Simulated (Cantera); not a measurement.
Input: 1 mol H2S, 0.035 mol O2, a varied amount of SO2, at 948.15 K and 45.0 bar.

Points: n(SO2) (mol) = 0.023, 0.069, 0.11, 0.16, 0.21, 0.25, 0.3, 0.34, 0.39, 0.43, 0.48, 0.53, 0.57.

Cantera's Mixture.equilibrate('TP', solver="vcs", rtol=1e-11, max_steps=5000) on the NASA tables stopped like this:

```
ERROR: FAILURE its = 5001!

*******************************************************************************
CanteraError thrown by MultiPhase::equilibrate:
VCS solver failed. Return code: -1
*******************************************************************************
```

### Question
What got this run through?

### Answer
Several could match; the one computed here: The failure is numerical, not chemical. The same input converged with solver="gibbs", rtol=1e-10, max_steps=50000, and the result passed a check of the equilibrium conditions:
```
log10 of partial pressures in bar; condensed amounts in mol
    n(SO2)       H2S       H2O       SO2        S2        S8       S2O      S(L)
     0.023     1.577     0.693    -1.990     0.283    -0.568    -2.006         0
     0.069     1.519     0.930    -1.226     0.399    -0.102    -1.537         0
      0.11     1.468     1.062    -0.808     0.435     0.039    -1.302   0.04045
      0.16     1.408     1.179    -0.452     0.435     0.039    -1.124    0.1719
      0.21     1.343     1.262    -0.157     0.435     0.039    -0.976    0.2904
      0.25     1.290     1.310     0.045     0.435     0.039    -0.875    0.3725
       0.3     1.223     1.351     0.261     0.435     0.039    -0.767    0.4563
      0.34     1.172     1.372     0.405     0.435     0.039    -0.695    0.5078
      0.39     1.113     1.387     0.553     0.435     0.039    -0.621    0.5549
      0.43     1.070     1.392     0.651     0.435     0.039    -0.572    0.5812
      0.48     1.021     1.393     0.751     0.435     0.039    -0.522    0.6032
      0.53     0.977     1.390     0.832     0.435     0.039    -0.481    0.6162
      0.57     0.944     1.386     0.887     0.435     0.039    -0.454    0.6218
```

The gas is ideal and each condensed phase is pure. The ideal-gas law is rough above about 30 bar. Gases not in the tables: S3 to S7.
